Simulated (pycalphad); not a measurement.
CALPHAD calculation (pycalphad, COST 507 light-alloy database (1999)), 1 atm. The database dates from 1999; later assessments differ in places, in temperatures and in the compounds included. Phase fractions are per mole of atoms.

Question: Give the equilibrium state of Fe-24.2Si (at.%) at 1530 K.

Answer: LIQUID, fraction 0.635, with 25.4 Si at.%; BCC_B2, fraction 0.365, with 22.1 Si at.%.

BCC_B2 is ordered bcc (B2).
